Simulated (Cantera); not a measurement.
Feed: 1 mol BaF2, 0.21 mol H2.

Method: chemical equilibrium by Gibbs-energy minimisation in Cantera with the NASA 1993 tables (ideal gas, pure condensed phases). Candidate condensed phases: Ba, BaF2; 14 gas species. Equilibrium is a limit: real reactors are often held back by kinetics, nucleation or transport.

Task: What condenses at these points (T in K, P in Pa): (875, 46); (1875, 220); (1475, 0.10); (775, 4600); (975, 4600)?

Result: 
| T (K) | P in Pa | condensed phases | Ba condensed (%) |
|---|---|---|---|
| 875 | 46 | BaF2 | 100.0 |
| 1875 | 220 | gas only | 0.0 |
| 1475 | 0.10 | gas only | 0.0 |
| 775 | 4600 | BaF2 | 100.0 |
| 975 | 4600 | BaF2 | 100.0 |
